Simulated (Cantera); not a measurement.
**Reactions in the system K-O-S**

Standard-state values (1 bar) from the NASA 1993 polynomials, evaluated with Cantera. Values are per mole of reaction as written; species without (g) are pure solids or liquids, kept so even where they would boil at 1 bar.

S2(g) + 2 K2SO4 → 4 K(g) + 4 SO2(g)

```tsv
T (K)	ΔH° (kJ)	ΔS° (J/K)	ΔG° (kJ)	log10 K
300	1915.7	1054.5	1599.3	-278.46
423	1907.6	1032.3	1471.0	-181.64
573	1894.7	1006.3	1318.1	-120.15
723	1878.0	980.6	1169.1	-84.46
873	1840.5	934.9	1024.3	-61.28
1023	1822.4	915.8	885.5	-45.21
1173	1801.2	896.5	749.5	-33.38
1323	1776.7	876.9	616.5	-24.34
```

S2(g) + 4 K + 8 O(g) → 2 K2SO4

| T (K) | ΔH° (kJ) | ΔS° (J/K) | ΔG° (kJ) | log10 K | condensed phases |
|---|---|---|---|---|---|
| 300 | -4997.4 | -1424.9 | -4569.9 | 795.68 | K(s), K2SO4(s) |
| 423 | -5012.7 | -1469.5 | -4391.1 | 542.23 | K(l), K2SO4(s) |
| 573 | -5013.8 | -1472.2 | -4170.3 | 380.15 | K(l), K2SO4(s) |
| 723 | -5008.8 | -1464.5 | -3949.9 | 285.37 | K(l), K2SO4(s) |
| 873 | -4981.4 | -1431.6 | -3731.6 | 223.27 | K(l), K2SO4(s) |
| 1023 | -4972.9 | -1422.7 | -3517.5 | 179.60 | K(l), K2SO4(s) |
| 1173 | -4961.5 | -1412.3 | -3304.8 | 147.16 | K(l), K2SO4(s) |
| 1323 | -4947.7 | -1401.3 | -3093.8 | 122.15 | K(l), K2SO4(s) |
